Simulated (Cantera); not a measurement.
A diamond (100) surface in a fixed gas of H2 with x(CH4) = 0.012, x(CH3) = 3e-05, at 1050 K, 1900 Pa; coverages are run to steady state.

Cantera simulation using the Harris–Goodwin 1993 mechanism for the reconstructed diamond (100) surface; the numbers are that mechanism's predictions, not measurements.

θ: site fractions in the mechanism's names (c6HH fully hydrogenated, c6H* and c6*H radical sites, c6** diradical, c6HM methylated).

| x(H) | growth (µm/h) | θ c6HH | θ c6H* | θ c6*H | θ c6** | θ c6HM |
|---|---|---|---|---|---|---|
| 0.0001 | 0.0193 | 0.607 | 0.0201 | 0.359 | 0.00538 | 0.00544 |
| 0.0002 | 0.0387 | 0.580 | 0.0213 | 0.382 | 0.00792 | 0.00589 |
| 0.00039 | 0.0702 | 0.565 | 0.0220 | 0.394 | 0.0100 | 0.00583 |
| 0.00078 | (withheld) | 0.557 | 0.0224 | 0.401 | 0.0116 | (withheld) |
| 0.0016 | 0.184 | 0.553 | 0.0227 | 0.405 | 0.0126 | 0.00400 |
| 0.0031 | 0.245 | 0.552 | 0.0228 | 0.408 | 0.0132 | 0.00278 |
| 0.0061 | (withheld) | 0.552 | 0.0229 | 0.409 | 0.0135 | (withheld) |
| 0.012 | 0.331 | 0.552 | 0.0230 | 0.410 | 0.0136 | 0.000981 |
| 0.024 | 0.353 | 0.552 | 0.0230 | 0.410 | 0.0137 | 0.000524 |

Question: Complete the blanks.

Answer: 
- 0.00078, growth (µm/h): 0.119
- 0.00078, θ c6HM: 0.00517
- 0.0061, growth (µm/h): 0.296
- 0.0061, θ c6HM: 0.00172
